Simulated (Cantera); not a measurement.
A closed system holds: 1 mol Cu, 18 mol CO2, 1.7 mol H2, held at 1850 K.

These are equilibrium values from Cantera (NASA tables, ideal gas, pure condensed phases), not measurements of a reactor. Candidate condensed phases: C, C6H6, C7H8, C8H18, Cu, CuO, Cu(OH)2, Cu2O, H2O; 113 gas species. Kinetics and transport are ignored.

Question: At 0.615 Torr, list the 4 most abundant gas species with their mole fractions, and the condensed phases.

Answer: CO2 0.763, CO 0.0974, H2O 0.0772, Cu 0.0478. Condensed: gas only.
